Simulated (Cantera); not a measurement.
Cantera with NASA thermochemical tables; ideal gases at 1 bar, condensed phases pure. Values are per mole of reaction as written; species without (g) are pure solids or liquids, kept so even where they would boil at 1 bar.

Between 300 and 898 K, where is each reaction favourable under standard conditions?
- 2 Ti + O2(g) = 2 TiO(g)
- 4 Al + O2(g) = 2 Al2O(g)
- V + O2(g) = VO2(g)


- 2 Ti + O2(g) = 2 TiO(g): ΔG° is 49 kJ at 300 K and -65 kJ at 898 K; it changes sign between 300 and 673 K. ΔH° is 98 kJ and ΔS° 182 J/K at 898 K.
- 4 Al + O2(g) = 2 Al2O(g): ΔG° is -346 kJ at 300 K and -448 kJ at 898 K; it stays negative (K > 1). ΔH° is -308 kJ and ΔS° 156 J/K at 898 K.
- V + O2(g) = VO2(g): ΔG° is -242 kJ at 300 K and -257 kJ at 898 K; it stays negative (K > 1). ΔH° is -237 kJ and ΔS° 22 J/K at 898 K.
